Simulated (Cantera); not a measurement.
Ignition delay

Mixture: CH4 : CO : O2 : N2 : CO2 = 1 : 0.28 : 5.22 : 19.6 : 1.7 (molar parts), equivalence ratio 0.41, at 1.97 atm, adiabatic and at constant volume. Ignition delay is the time to a rise of 400 K.

Cantera simulation using GRI-Mech 3.0 (53 species, 325 reactions); the numbers are that mechanism's predictions, not measurements.

| T0 (K) | delay (ms) |
|---|---|
| 1225 | 12.1 |
| 1325 | 3.33 |
| 1425 | 1.08 |
| 1525 | 0.415 |
| 1625 | 0.185 |
| 1725 | 0.0928 |
| 1825 | 0.0512 |

The apparent activation energy between 1625 and 1825 K is 160 kJ/mol.
